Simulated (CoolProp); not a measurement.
The numbers come from the reference Helmholtz-energy equation of state, Zhou 2011 in CoolProp.

Give the vapour pressure (MPa), vapour density (kg/m³), liquid cp (kJ/(kg K)), surface tension (mN/m) of saturated dimethyl carbonate at 22.65, 83.45, 225.25 °C.


| T (°C) | p (MPa) | vapour density (kg/m³) | liquid cp (kJ/(kg K)) | surface tension (mN/m) |
|---|---|---|---|---|
| 22.65 | 0.00643 | 0.236 | 1.83 | 28.8 |
| 83.45 | 0.0816 | 2.54 | 1.94 | 19.9 |
| 225.25 | 2.06 | 60.7 | 2.55 | 3.61 |

Surface tension comes from a separate correlation (Mulero 2014).
